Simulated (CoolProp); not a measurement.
A Linde-Hampson liquefier for nitrogen: isothermal reversible compression at 250 K from 1 atm to 5 MPa, throttling to 1 atm, return gas leaving the recuperator 5 K below the feed. Each further row changes one setting.

The numbers come from the reference Helmholtz-energy equation of state, Span 2000 in CoolProp.

```json
[
 {"case": "as stated", "liquid yield per pass": "0.027", "compression work (kJ/kg of gas)": "287"},
 {"case": "high pressure 10 MPa", "liquid yield per pass": "0.064", "compression work (kJ/kg of gas)": "336"},
 {"case": "warm-end temperature 280 K", "liquid yield per pass": "0.017", "compression work (kJ/kg of gas)": "323"},
 {"case": "warm-end gap 10 K", "liquid yield per pass": "0.013", "compression work (kJ/kg of gas)": "287"}
]
```
